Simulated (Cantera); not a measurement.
**Equilibrium for carbon deposition, reforming and gasification: C3H6 + H2O + N2**

Feed: 1 mol C3H6, 0.03 mol H2O, 5.1 mol N2, equilibrated at 473 Torr.

Equilibrium computed with Cantera from the NASA thermochemical tables; the gas is ideal and each condensed phase is pure. Candidate condensed phases: C, C6H6, C7H8, C8H18, H2O; 136 gas species. Rates play no part.

| T (K) | x N2 | x H2 | x HCN | x H | x CO | x HNC | x C2H2 (acetylene) | x CH4 | n C(graphite) |
|---|---|---|---|---|---|---|---|---|---|
| 1173 | 0.626 | 0.369 | 2.64e-5 | 9.02e-8 | 0.00365 | 1.14e-7 | 2.26e-8 | 0.00166 | 2.96 |
| 1373 | 0.625 | 0.371 | 0.000191 | 2.55e-6 | 0.00367 | 2.06e-6 | 6.40e-7 | 0.000435 | 2.96 |
| 1573 | 0.625 | 0.371 | 0.000831 | 3.12e-5 | 0.00368 | 1.76e-5 | 7.65e-6 | 0.000159 | 2.96 |
| 1773 | 0.624 | 0.370 | 0.00258 | 0.000218 | 0.00368 | 9.20e-5 | 5.18e-5 | 7.26e-5 | 2.95 |
| 1973 | 0.621 | 0.367 | 0.00632 | 0.00103 | 0.00367 | 0.000342 | 0.000235 | 3.87e-5 | 2.91 |
| 2173 | 0.617 | 0.361 | 0.0130 | 0.00365 | 0.00367 | 0.000987 | 0.000797 | 2.29e-5 | 2.84 |
| 2373 | 0.609 | 0.349 | 0.0234 | 0.0104 | 0.00366 | 0.00234 | 0.00215 | 1.43e-5 | 2.72 |
x: gas mole fraction; n: condensed amount in mol.

From 1173 K to 2373 K the condensed part is C(graphite). The main C-bearing gas is CO at 1173 K and HCN at 2373 K. The share of C in condensed phases is highest at 1373 K (98.8 %) and lowest at 2373 K (90.8 %).
